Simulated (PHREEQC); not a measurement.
A solution holds 0.013 mol/kgw TMAH and 1.1e-05 mol/kgw CO2, at 25 °C. Closed to the air; pH follows from the charge balance.

Computed with PHREEQC (ion-association model, phreeqc.dat).

Each row changes one thing in this solution. No solid was allowed to form.

```csv
case,pH,ionic strength (mol/kgw),CO3-2 (mol/kgw),HCO3- (mol/kgw)
as made,12.06,0.0130,1.08e-5,1.45e-7
diluted 10-fold with water,11.09,0.00130,9.53e-7,1.46e-7
TMAH left out,5.70,2.01e-6,4.71e-11,2.00e-6
TMAH from 0.013 to 0.0143 mol/kgw,12.10,0.0143,1.09e-5,1.31e-7
TMAH from 0.013 to 0.0013 mol/kgw,11.08,0.00131,9.52e-6,1.48e-6
```

Species that the database lacks are ignored. (CH3)4N+ isn't in the database: it is added as a free cation with an ion size of 4 Å.
